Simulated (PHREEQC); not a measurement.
1 kg of water holding 0.0017 mol/kgw Na2B4O7, 0.0052 mol/kgw KCl, 0.34 mol/kgw NaCl and 0.019 mol/kgw Na2SO4 is evaporated at 25 °C; the solids stay in contact with the brine. CO2 from the air is kept out. The run lets Arcanite, Glaserite, Halite, Mirabilite, Misenite, Sylvite, Thenardite, Borax, Boric_acid,s, KB5O8:4H2O, K2B4O7:4H2O, NaBO2:4H2O, NaB5O8:5H2O, Teepleite precipitate or redissolve, and no other solid.

Computed with PHREEQC (Pitzer model, pitzer.dat).

```
water left (kg)  ionic strength  water activity  Halite (mol)
---------------  --------------  --------------  ------------
1                         0.406           0.988             0
0.8219                    0.493           0.985             0
0.6755                    0.600           0.982             0
0.4563                    0.889           0.973             0
0.375                      1.08           0.967             0
0.3082                     1.32           0.960             0
0.2533                     1.60           0.951             0
0.2082                     1.95           0.940             0
0.1711                     2.37           0.926             0
0.1156                     3.51           0.886             0
0.09504                    4.27           0.857             0
0.07812                    5.20           0.820             0
0.06422                    6.32           0.772             0
0.0528                     7.00           0.745        0.0362
0.04341                    7.19           0.744        0.0939
0.02936                    7.69           0.740         0.180
0.02411                    7.87           0.739         0.211
0.0198                     7.91           0.738         0.235
0.01627                    7.95           0.737         0.254
0.01335                    8.00           0.736         0.270
0.01096                    8.07           0.735         0.283
0.007375                   8.24           0.732         0.303
0.006036                   8.36           0.730         0.310
0.004949                   8.51           0.727         0.316
```

Halite from water left = 0.0528 kg (pH 8.27); Borax from water left = 0.02936 kg (pH 8.32); Thenardite from water left = 0.02411 kg (pH 8.33).
